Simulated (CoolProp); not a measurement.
Vapour-liquid equilibrium of ethane (1) + CHF3 (R23) (2) at 0.517 MPa; x and y are mole fractions of (1).

Values from CoolProp's multi-fluid Helmholtz-energy mixture model, Bücker 2006 and Penoncello 2003; pair parameters Bell 2016.

| x | bubble temperature, mixture model (°C) | bubble temperature, Raoult's law (°C) | y, mixture model | y, Raoult's law |
|---|---|---|---|---|
| 0.05 | -54.3 | -48.3 | 0.241 | 0.057 |
| 0.2 | -61.4 | -48.8 | 0.480 | 0.223 |
| 0.35 | -62.5 | -49.4 | 0.524 | 0.382 |
| 0.5 | -62.7 | -49.9 | 0.537 | 0.535 |
| 0.65 | -62.6 | -50.5 | 0.555 | 0.682 |
| 0.8 | -61.5 | -51.0 | 0.614 | 0.822 |
| 0.95 | -56.2 | -51.6 | 0.825 | 0.957 |

The largest gap from Raoult's law is -13.1 K in bubble temperature, at x = 0.35. y crosses x between x = 0.5 and 0.65: the model has an azeotrope there.

Pair parameters are fitted to limited data, so mixtures are less certain than the pure fluids. With so large a gap from Raoult's law the liquid may split in two, which this calculation doesn't test in full.
